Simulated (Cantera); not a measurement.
A closed system holds: 1 mol SiH2Cl2, 9.6 mol H2, held at 1748.15 K and 1.33 mbar.

Cantera equilibrium calculation (NASA polynomials, part measured and part estimated; ideal gas, pure solids and liquids). Candidate condensed phases: Si; 19 gas species. The tables' values for SiCl, SiCl3 are old estimates; treat these amounts as uncertain. Gases not in the tables: Si2H6 and higher silanes. The numbers say what is thermodynamically allowed, not how fast it happens.

Base state: H2 0.858, HCl 0.0971, SiCl2 0.0366, H 0.00580, Si 0.00109, Cl 0.000507, SiCl 0.000498, SiCl3 8.95e-5 (mole fractions); condensed: Si(l).

Task: What changes in the equilibrium state with this change: H2 from 9.6 to 2.5 mol?

Result: 
| species | before | after |
|---|---|---|
| H2 | 0.858 | 0.688 |
| HCl | 0.0971 | 0.167 |
| SiCl2 | 0.0366 | 0.136 |
| SiCl3 | 8.95e-5 | 0.000638 |
| Cl | 0.000507 | 0.000975 |
| SiCl | 0.000498 | 0.000958 |
| SiH2 | 1.76e-5 | 1.41e-5 |
| Si(l), mol | 0.553 | 0.374 |

Task: What changes in the equilibrium state with this change: H2 from 9.6 to 87 mol?

Result: 
```tsv
species	before	after
H2	0.858	0.972
HCl	0.0971	0.0196
H	0.00580	0.00618
SiCl2	0.0366	0.00131
SiCl3	8.95e-5	6.07e-7
SiCl	0.000498	9.42e-5
Cl	0.000507	9.59e-5
SiH2	1.76e-5	2.00e-5
SiH	4.92e-5	5.24e-5
Si(l), mol	0.553	0.769
```
The tables' values for SiCl are old estimates; treat these amounts as uncertain.

Task: What changes in the equilibrium state with this change: temperature from 1748.15 K to 1123.15 K?

Result: 
| species | before | after |
|---|---|---|
| H2 | 0.858 | 0.883 |
| HCl | 0.0971 | 0.0844 |
| SiCl2 | 0.0366 | 0.0170 |
| Si | 0.00109 | <1e-9 |
| SiCl | 0.000498 | 8.40e-9 |
| Si(l), mol | 0.553 | 0 |
| Si(s), mol | 0 | 0.628 |
The tables' values for SiCl3 are old estimates; treat these amounts as uncertain.
